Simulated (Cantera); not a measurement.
A perfectly stirred reactor is fed with CH₄ : H₂O = 1 : 1 (molar parts), at 5.53 atm; it is held at 2200 K, and followed from long to short residence time.

Computed with Cantera and GRI-Mech 3.0 (53 species, 325 reactions).

**Question.** What does this change do: H2O 1 to 0.68 parts?

**Answer.** 
| quantity | before | after |
|---|---|---|
| x(CH₄) at τ = 4.90 s | 0.000924 | 0.00402 |
| x(H₂O) at τ = 4.90 s | 0.00377 | 0.000155 |
| x(HCO) at τ = 4.90 s | 6.71e-7 | 5.52e-7 |
| x(C₂H) at τ = 4.90 s | 1.44e-7 | 4.35e-6 |
| x(CH₂CO) at τ = 4.90 s | 2.93e-7 | 9.73e-7 |
| x(CH₄) at τ = 76.0 ms | 0.00512 | 0.00666 |
| x(H₂O) at τ = 76.0 ms | 0.0291 | 0.00817 |
| x(HCO) at τ = 76.0 ms | 6.11e-7 | 5.33e-7 |
| x(C₂H) at τ = 76.0 ms | 1.23e-6 | 4.69e-6 |
| x(CH₂CO) at τ = 76.0 ms | 3.38e-6 | 3.65e-6 |
GRI-Mech 3.0 stops at C3 and has no aromatics, soot or wall deposition, so with more carbon than oxygen in the feed, carbon stays in small species such as C2H2 where larger ones or solid carbon would form.

**Question.** What does this change do: temperature 2200 to 1800 K?

**Answer.** 
| quantity | before | after |
|---|---|---|
| x(CH₄) at τ = 4.90 s | 0.000924 | 0.0204 |
| x(H₂O) at τ = 4.90 s | 0.00377 | 0.0394 |
| x(HCO) at τ = 4.90 s | 6.71e-7 | 9.32e-8 |
| x(C₂H) at τ = 4.90 s | 1.44e-7 | 1.61e-8 |
| x(CH₂CO) at τ = 4.90 s | 2.93e-7 | 1.62e-6 |
| x(CH₄) at τ = 76.0 ms | 0.00512 | 0.0586 |
| x(H₂O) at τ = 76.0 ms | 0.0291 | 0.196 |
| x(HCO) at τ = 76.0 ms | 6.11e-7 | 4.01e-8 |
| x(C₂H) at τ = 76.0 ms | 1.23e-6 | 1.19e-7 |
| x(CH₂CO) at τ = 76.0 ms | 3.38e-6 | 2.60e-5 |

**Question.** What does this change do: temperature 2200 to 1275 K?

**Answer.** 
```
quantity                   before     after
-----------------------  --------  --------
x(CH₄) at τ = 4.90 s     0.000924     0.454
x(H₂O) at τ = 4.90 s      0.00377     0.487
x(HCO) at τ = 4.90 s      6.71e-7    <1e-12
x(C₂H) at τ = 4.90 s      1.44e-7  1.39e-12
x(CH₂CO) at τ = 4.90 s    2.93e-7   2.76e-6
x(CH₄) at τ = 76.0 ms     0.00512     0.499
x(H₂O) at τ = 76.0 ms      0.0291     0.500
x(HCO) at τ = 76.0 ms     6.11e-7    <1e-12
x(C₂H) at τ = 76.0 ms     1.23e-6    <1e-12
x(CH₂CO) at τ = 76.0 ms   3.38e-6  7.84e-10
```
